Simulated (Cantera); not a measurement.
Cantera run:

```python
import numpy as np
import cantera as ct

gas_names = """
    H HO2 H2 H2O H2O2 O OH O2 O3 Pb PbO Pb2
""".split()
cond_names = """
    H2O(s) H2O(L) Pb(cr) Pb(L) PbO(rd) PbO(yw) PbO(L) PbO2(s) Pb3O4(s)
""".split()


# ... load() reads the species with a 1 bar reference pressure and builds the phases ...
atoms = {
    'PbO': {'Pb': 1, 'O': 1},
    'H2': {'H': 2},
}
top_T = {'Pb3O4(s)': 820}  # K; cautious upper limits of use, not melting points


# ... equilibrate(T, P, feed) seeds the gas with the atoms and calls Mixture.equilibrate('TP', solver="vcs", rtol=1e-11, max_steps=5000) ...
results = []
feed = {'PbO': 1, 'H2': 0.038}  # mol
T = 1050  # K
P = 1333.22  # Pa
mix = equilibrate(T, P, feed)
results.append((T, P, feed, dict(zip(mix.species_names, mix.species_moles))))
x = sorted(zip(gas.X, gas.species_names), reverse=True)
print(f"T = {T:g} K  P = {P:g} Pa  gas = {mix.phase_moles(0):.4g} mol")
print("   x: " + "  ".join(f"{s} {v:.3e}" for v, s in x if v > 1e-06))
print("   condensed (mol): " + ("  ".join(f"{mix.phase(i).name} {mix.phase_moles(i):.4g}"
      for i in range(1, mix.n_phases) if mix.phase_moles(i) > 1e-12) or "none"))
```

Output:

```
T = 1050 K  P = 1333.22 Pa  gas = 0.03814 mol
   x: H2O 9.962e-01  Pb 3.490e-03  H2 1.746e-04  PbO 1.110e-04
   condensed (mol): Pb(L) 0.03786  PbO(yw) 0.962
```

Equilibrium computed with Cantera from the NASA thermochemical tables; the gas is ideal and each condensed phase is pure. Mutual solubility and eutectic melting of coexisting phases are not modelled.
